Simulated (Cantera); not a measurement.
**Tantalum, niobium, vanadium and zirconium in process gases: Ta(OEt)5 + CO2 + H2**

Feed: 1 mol Ta(OEt)5, 3.8 mol CO2, 22 mol H2, equilibrated at 1.80 Pa.

These are equilibrium values from Cantera (NASA tables, ideal gas, pure condensed phases), not measurements of a reactor. Candidate condensed phases: C, C6H6, C7H8, C8H18, H2O, Ta, TaC, Ta2O5; 113 gas species. The feed counts by its element totals alone. TaC: taken at fixed stoichiometry. Condensed phases not in the tables: Ta2C. Rates play no part.

From 1300 °C to 1900 °C the condensed part is C(graphite) + TaC(s). At 2000 °C the condensed part is TaC(s).

| T (°C) | x H2 | x H | x CO | x C2H2 (acetylene) | x C3 | x C | x C2H | x C2 | n C(graphite) | n TaC(s) |
|---|---|---|---|---|---|---|---|---|---|---|
| 1300 | 0.725 | 0.00816 | 0.266 | 1.50e-5 | 2.22e-12 | 1.38e-11 | 4.88e-10 | <1e-12 | 0.199 | 1.00 |
| 1400 | 0.713 | 0.0227 | 0.264 | 4.06e-5 | 9.71e-11 | 3.69e-10 | 6.33e-9 | 7.90e-12 | 0.196 | 1.00 |
| 1500 | 0.684 | 0.0555 | 0.260 | 9.58e-5 | 2.75e-9 | 6.77e-9 | 6.06e-8 | 2.26e-10 | 0.191 | 1.00 |
| 1600 | 0.628 | 0.121 | 0.251 | 0.000196 | 5.42e-8 | 9.09e-8 | 4.44e-7 | 4.51e-9 | 0.180 | 1.00 |
| 1700 | 0.531 | 0.232 | 0.237 | 0.000340 | 7.84e-7 | 9.38e-7 | 2.53e-6 | 6.61e-8 | 0.163 | 1.00 |
| 1800 | 0.395 | 0.389 | 0.215 | 0.000484 | 8.71e-6 | 7.71e-6 | 1.13e-5 | 7.45e-7 | 0.140 | 1.00 |
| 1900 | 0.245 | 0.562 | 0.192 | 0.000540 | 7.71e-5 | 5.22e-5 | 3.98e-5 | 6.70e-6 | 0.104 | 1.00 |
| 2000 | 0.125 | 0.700 | 0.174 | 0.000411 | 0.000457 | 0.000278 | 9.70e-5 | 4.32e-5 | 0 | 1.00 |
x: gas mole fraction; n: condensed amount in mol.
